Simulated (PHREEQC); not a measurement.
Dissolve 0.0005 mol Cu(NO3)2, 0.0023 mol HBF4 and 3.1e-05 mol H3BO3 per kg of water at 25 °C. Closed to the air; pH follows from the charge balance.

The numbers come from PHREEQC with the ion-association model, phreeqc.dat.

No solid was allowed to form.

Problem. Order these F species by the share of F that they hold, largest first: F-, BF3OH-, HF, BF2(OH)2-, BF4-.

Solution. BF4- (52 %), HF (31 %), F- (10 %), BF3OH- (4.9 %), BF2(OH)2- (1.5 %)

The pH is 2.65 and the ionic strength 0.00385 mol/kgw. Real BF4- forms and hydrolyses slowly; the run takes it at equilibrium.
